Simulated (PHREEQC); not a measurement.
Dissolve 0.051 mol/kgw NaHSO4 at 20 °C. Closed to the air; pH follows from the charge balance.

Model: ion-association model, phreeqc.dat, run in PHREEQC.

```
Quantity                     Result
--------------------  -------------
pH                             1.65
ionic strength        0.101 mol/kgw
specific conductance    12300 µS/cm
density                 1.003 g/cm³
total alkalinity       -51.0 meq/kg
```

```json
[
 {"species": "Na+", "molality": "0.0488", "activity": "0.0383", "log γ": "-0.105"},
 {"species": "H+", "molality": "0.0273", "activity": "0.0226", "log γ": "-0.083"},
 {"species": "SO4-2", "molality": "0.0251", "activity": "0.00939", "log γ": "-0.427"},
 {"species": "HSO4-", "molality": "0.0237", "activity": "0.0185", "log γ": "-0.107"},
 {"species": "NaSO4-", "molality": "0.00221", "activity": "0.00175", "log γ": "-0.103"}
]
```

No solid was allowed to form.
